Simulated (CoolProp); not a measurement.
Vapour-liquid equilibrium of CH2F2 (R32) (1) + dimethyl ether (2) at 0.0469 MPa; x and y are mole fractions of (1).

The numbers come from the multi-fluid Helmholtz-energy mixture model, Tillner-Roth 1997 and Wu 2011; pair parameters Bell 2016 in CoolProp.

```csv
x,"bubble temperature, mixture model (°C)","bubble temperature, Raoult's law (°C)","y, mixture model","y, Raoult's law"
0.05,-43.3,-43.5,0.147,0.161
0.15,-47.3,-47.6,0.384,0.396
0.25,-50.9,-51.0,0.557,0.558
0.35,-54.1,-53.9,0.680,0.675
0.45,-56.7,-56.3,0.768,0.762
0.55,?,-58.5,?,0.829
0.65,-60.8,-60.4,0.883,0.882
0.75,-62.4,-62.1,0.922,0.924
0.85,-63.8,-63.6,0.955,0.959
0.95,-65.1,-65.0,?,0.987
```

Q: Fill in the missing entries.

A: 
- 0.55, bubble temperature, mixture model (°C): -58.9
- 0.55, y, mixture model: 0.833
- 0.95, y, mixture model: 0.985

The largest gap from Raoult's law is -0.4 K in bubble temperature, at x = 0.55. No azeotrope shows between x = 0.05 and 0.95.

The pair parameters rest on a limited set of measurements; away from them the model extrapolates. The gap from Raoult's law changes sign with composition, which may be real or a fault of the pair parameters; it wasn't checked against measurements.
